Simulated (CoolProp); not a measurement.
Computed with CoolProp (reference Helmholtz-energy equation of state, Penoncello 2003).

Task: Give the vapour pressure (bar), enthalpy of vaporisation (kJ/kg), vapour Z of saturated CHF3 (R23) at -61.75, -39.25, -24.25 °C.

Result: 
```csv
T (°C),p (bar),enthalpy of vaporisation (kJ/kg),vapour Z
-61.75,2.88,222,0.917
-39.25,7.26,198,0.849
-24.25,12.2,179,0.787
```
